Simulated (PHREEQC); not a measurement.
Solution (84 °C): 0.0032 mol/kgw CdSO4, 0.0054 mol/kgw NaOH and 0.00041 mol/kgw MnSO4. Closed to the air; pH follows from the charge balance.

Model: ion-association model, wateq4f.dat, run in PHREEQC.

| Quantity | Value |
|---|---|
| pH | 9.81 |
| ionic strength | 0.0127 mol/kgw |
| total alkalinity | 5.40 meq/kg |

| species | molality | activity | log γ |
|---|---|---|---|
| Na+ | 0.00532 | 0.00469 | -0.055 |
| SO4-2 | 0.00340 | 0.00206 | -0.219 |
| CdOH+ | 0.00287 | 0.00252 | -0.056 |
| OH- | 0.00215 | 0.00189 | -0.057 |
| MnOH+ | 0.000330 | 0.000291 | -0.055 |
| Cd+2 | 0.000203 | 0.000121 | -0.225 |
| CdSO4 | 9.66e-5 | 9.69e-5 | 0.001 |
| NaSO4- | 7.47e-5 | 6.60e-5 | -0.054 |
| Mn+2 | 5.11e-5 | 3.14e-5 | -0.212 |
| MnSO4 | 2.93e-5 | 2.94e-5 | 0.001 |
| Cd(OH)2 | 2.28e-5 | 2.28e-5 | 0.001 |
| Cd(SO4)2-2 | 2.71e-6 | 1.62e-6 | -0.225 |
| Cd2OH+3 | 2.59e-6 | 8.09e-7 | -0.506 |
| Cd(OH)3- | 1.89e-8 | 1.66e-8 | -0.056 |

No solid was allowed to form. Away from 25 °C the constants follow the database's enthalpies or fits; those with neither stay at their 25 °C values.
